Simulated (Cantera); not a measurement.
An adiabatic, constant-volume homogeneous reactor starts with CH4 : O2 : N2 : CO2 = 1 : 4.44 : 16.7 : 5.6 (molar parts), at 1748 K and 0.340 bar.

Computed with Cantera and GRI-Mech 3.0 (53 species, 325 reactions).

**Question.** Predict: time of steepest temperature rise; temperature at 3.00 s; equilibrium temperature; x(O2) at 3.00 s; x(CO2) at 3.00 s; x(H) at 3.00 s; x(NO) at 3.00 s.

**Answer.** 
```
Property                                                               Value
---------------------------------  -----------------------------------------
time of steepest temperature rise                                   0.479 ms
temperature at 3.00 s                                                 2355 K
equilibrium temperature                                               2355 K
x(O2) at 3.00 s                        0.0880 (gas-phase equilibrium 0.0880)
x(CO2) at 3.00 s                         0.217 (gas-phase equilibrium 0.217)
x(H) at 3.00 s                     0.000579 (gas-phase equilibrium 0.000579)
x(NO) at 3.00 s                      0.00986 (gas-phase equilibrium 0.00986)
```
